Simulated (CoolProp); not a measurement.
Saturation properties of tetrahydrofuran.

Values from CoolProp's reference Helmholtz-energy equation of state, Fiedler 2023.

```json
[
 {"T (°C)": "114.05", "p (MPa)": "0.3867", "liquid density (kg/m³)": "777.2", "liquid cp (kJ/(kg K))": "2.098"},
 {"T (°C)": "117.95", "p (MPa)": "0.4240", "liquid density (kg/m³)": "772.2", "liquid cp (kJ/(kg K))": "2.117"},
 {"T (°C)": "121.85", "p (MPa)": "0.4640", "liquid density (kg/m³)": "767.1", "liquid cp (kJ/(kg K))": "2.136"},
 {"T (°C)": "125.65", "p (MPa)": "0.5057", "liquid density (kg/m³)": "762.1", "liquid cp (kJ/(kg K))": "2.155"},
 {"T (°C)": "129.55", "p (MPa)": "0.5514", "liquid density (kg/m³)": "756.9", "liquid cp (kJ/(kg K))": "2.174"},
 {"T (°C)": "133.45", "p (MPa)": "0.6000", "liquid density (kg/m³)": "751.6", "liquid cp (kJ/(kg K))": "2.194"},
 {"T (°C)": "137.35", "p (MPa)": "0.6519", "liquid density (kg/m³)": "746.3", "liquid cp (kJ/(kg K))": "2.215"},
 {"T (°C)": "141.25", "p (MPa)": "0.7070", "liquid density (kg/m³)": "740.9", "liquid cp (kJ/(kg K))": "2.235"},
 {"T (°C)": "145.15", "p (MPa)": "0.7655", "liquid density (kg/m³)": "735.5", "liquid cp (kJ/(kg K))": "2.256"},
 {"T (°C)": "149.05", "p (MPa)": "0.8275", "liquid density (kg/m³)": "729.9", "liquid cp (kJ/(kg K))": "2.278"},
 {"T (°C)": "152.95", "p (MPa)": "0.8932", "liquid density (kg/m³)": "724.3", "liquid cp (kJ/(kg K))": "2.300"},
 {"T (°C)": "156.75", "p (MPa)": "0.9609", "liquid density (kg/m³)": "718.7", "liquid cp (kJ/(kg K))": "2.322"},
 {"T (°C)": "160.65", "p (MPa)": "1.034", "liquid density (kg/m³)": "712.9", "liquid cp (kJ/(kg K))": "2.345"}
]
```

It boils at 65.9 °C under 1 atm.
